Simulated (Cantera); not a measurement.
Input: 1 mol SiC, 0.0041 mol Si, 1.3 mol H₂, 0.38 mol C, at 7.00 Pa.

Equilibrium computed with Cantera from the NASA thermochemical tables; the gas is ideal and each condensed phase is pure. Candidate condensed phases: C, C₆H₆, C₇H₈, C₈H₁₈, Si, SiC; 87 gas species. The numbers say what is thermodynamically allowed, not how fast it happens. All values below are at 2123 K.

Base state: H₂ 0.475, H 0.295, Si 0.204, SiC₂ 0.0145, Si₂C 0.00911, C₂H₂ (acetylene) 0.000786, SiH 0.000609, Si₂ 0.000235 (mole fractions); condensed: C(graphite) + SiC(s).

### Question
What changes in the equilibrium state with this change: SiC replaced by Si₃N₄?

### Answer
```csv
species,before,after
Si,0.204,0.392
N₂,0,0.305
H,0.295,0.150
H₂,0.475,0.123
Si₂C,0.00911,0.0175
SiC₂,0.0145,0.00755
HCN,0,0.00234
SiN,0,0.000358
HNC,0,0.000164
CN,0,8.80e-5
Si₂N,0,6.81e-5
"C(graphite), mol",0.789,0
"SiC(s), mol",0.508,0.150
```
The tables' values for SiN are old estimates; treat these amounts as uncertain. Further candidate phases: Si₃N₄.

### Question
What changes in the equilibrium state with this change: pressure from 7.00 Pa to 220000 Pa?

### Answer
```
species             before     after
----------------  --------  --------
H₂                   0.475     0.995
H                    0.295   0.00241
C₂H₂ (acetylene)  0.000786   0.00165
Si                   0.204   6.50e-6
SiC₂                0.0145   4.61e-7
SiH₂               8.20e-6   1.72e-5
CH₄                4.93e-9  0.000681
Si₂               0.000235   7.49e-9
Si₂C               0.00911   2.90e-7
C₂H₄                 <1e-9   1.27e-5
CH₃                5.96e-8   3.21e-5
C(graphite), mol     0.789     0.371
SiC(s), mol          0.508      1.00
```
Gases not in the tables: Si₂H₆ and higher silanes.
